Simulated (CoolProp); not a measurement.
A simple Rankine cycle with trans-2-butene: condensing at 288.15 K, boiler at 1.2 MPa, turbine inlet 366.7 K, turbine efficiency 0.8, pump efficiency 0.7, no recuperator. Each further row changes one setting.

Values from CoolProp's reference Helmholtz-energy equation of state, Lemmon 2005. It is a short technical equation, of lower accuracy than the large ones.

| case | thermal efficiency (%) | net work (kJ/kg) | heat in (kJ/kg) | turbine exit temperature (K) | volume ratio over the turbine |
|---|---|---|---|---|---|
| as stated | 13.4 | … | 490 | 308.1 | 7.23 |
| turbine inlet 386.7 K | 13.5 | 72.0 | 534 | … | … |
| condensing temperature 280.15 K | 14.7 | 74.9 | 508 | 301.3 | 9.46 |
| boiler pressure 0.84 MPa | … | … | … | 321.7 | 4.87 |
| turbine efficiency 0.7 | … | 57.1 | 490 | 313.2 | 7.37 |

Task: Some entries are withheld; supply them.

Result: 
- as stated, net work (kJ/kg): 65.6
- turbine inlet 386.7 K, turbine exit temperature (K): 330.1
- turbine inlet 386.7 K, volume ratio over the turbine: 7.04
- boiler pressure 0.84 MPa, thermal efficiency (%): 11.4
- boiler pressure 0.84 MPa, net work (kJ/kg): 57.7
- boiler pressure 0.84 MPa, heat in (kJ/kg): 505
- turbine efficiency 0.7, thermal efficiency (%): 11.7
